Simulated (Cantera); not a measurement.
A Cantera script and what it prints.

```python
import numpy as np
import cantera as ct

gas_names = """
    CL CL2 H HCL H2 Si SiCL SiCL2 SiCL3 SiCL4 SiH SiHCL3 SiH2 SiH2CL2 SiH3 SiH3CL SiH4 Si2 Si3
""".split()
cond_names = """
    Si(cr) Si(L)
""".split()


# ... load() reads the species with a 1 bar reference pressure and builds the phases ...
atoms = {
    'SiH2Cl2': {'Si': 1, 'H': 2, 'CL': 2},
    'Cl2': {'CL': 2},
    'H2': {'H': 2},
}
top_T = {}  # K; cautious upper limits of use, not melting points


# ... equilibrate(T, P, feed) seeds the gas with the atoms and calls Mixture.equilibrate('TP', solver="vcs", rtol=1e-11, max_steps=5000) ...
results = []
feed = {'SiH2Cl2': 1, 'Cl2': 0.062, 'H2': 3.9}  # mol
T = 1575  # K
for P in [100, 260, 670, 1700, 4500, 12000, 30000, 77000, 200000]:
    mix = equilibrate(T, P, feed)
    results.append((T, P, feed, dict(zip(mix.species_names, mix.species_moles))))

top = {s: max(r[3][s] / sum(r[3][g] for g in gas_names) for r in results) for s in gas_names}
cols = sorted((s for s in top if top[s] > 0.0001), key=lambda s: -top[s])[:5]
seen = [c for c in cond_names if any(r[3].get(c, 0) > 1e-12 for r in results)]
print("log10 of partial pressures in bar; condensed amounts in mol")
print(f"{'P/Pa':>10s}" + "".join(f"{s[:9]:>10s}" for s in cols + seen))
for T, P, feed, n in results:
    ng = sum(n[g] for g in gas_names)
    print(f"{P:10.4g}" + "".join(f"{np.log10(max(n[s] / ng * P / 1e5, 1e-99)):10.3f}" for s in cols)
          + "".join(f"{n.get(c, 0):10.4g}" for c in seen))
```

Result:

```
log10 of partial pressures in bar; condensed amounts in mol
      P/Pa        H2       HCL     SiCL2     SiCL3     SiCL4    Si(cr)
       100    -3.127    -3.825    -3.993    -6.057    -7.703    0.3867
       260    -2.712    -3.411    -3.580    -5.438    -6.878    0.3875
       670    -2.300    -3.002    -3.173    -4.828    -6.064    0.3884
      1700    -1.895    -2.601    -2.776    -4.232    -5.270    0.3898
      4500    -1.471    -2.184    -2.367    -3.618    -4.451    0.3924
   1.2e+04    -1.042    -1.769    -1.965    -3.015    -3.647    0.3971
     3e+04    -0.641    -1.388    -1.605    -2.475    -2.928    0.4042
   7.7e+04    -0.226    -1.008    -1.259    -1.956    -2.236     0.414
     2e+05     0.196    -0.637    -0.940    -1.478    -1.598    0.4238
```

Cantera equilibrium calculation (NASA polynomials, part measured and part estimated; ideal gas, pure solids and liquids). The tables' values for SiCl3, SiCl are old estimates; treat these amounts as uncertain.
